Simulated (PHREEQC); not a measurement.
0.2 g of hydrous ferric oxide (600 m²/g; 0.2 weak and 0.005 strong sites per Fe, Dzombak-Morel constants, diffuse double layer) in 1 kg of water with 0.005 mol/kgw of an inert sodium salt and 0.00037 mol CuSO4, at 25 °C; the pH is set by adding NaOH or the inert anion's acid. Oxygen is held at 0.21 atm. CO2 from the air is kept out. Nothing may precipitate in this run.

The series has 13 steps of pH, from 3 to 9.

Computed with PHREEQC (ion-association model, wateq4f.dat).

Question: Near which pH is half of the S sorbed, and on which side is more sorbed?

Answer: Near pH 4.6, with more sorbed at lower pH.

Question: Near which pH is half of the Cu sorbed, and on which side is more sorbed?

Answer: Near pH 5.5, with more sorbed at higher pH.

Along this series the solution becomes supersaturated in solids that the run did not let form, among them Cu(OH)2, Brochantite, Antlerite. Species that the database lacks are ignored. The database's constant for dissolved Cu(OH)2 is higher than later reviews accept. The oxide is taken as insoluble; below pH 4 it would dissolve.
